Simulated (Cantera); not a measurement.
## Ignition delay

Mixture: CH₄ : CO : O₂ : N₂ = 1 : 0.41 : 1.23 : 4.61 (molar parts), equivalence ratio 1.8, at 510 Torr, adiabatic and at constant pressure. Ignition delay is the time to a rise of 400 K.

Computed with Cantera and GRI-Mech 3.0 (53 species, 325 reactions).

```
T0 (K)  delay (ms)
------  ----------
1075          1030
1125           420
1175           181
1225          82.0
1275          38.6
1325          18.9
1375          9.66
1425          5.13
1475          2.84
```

```yaml
apparent activation energy between 1375 and 1475 K: 210 kJ/mol
```
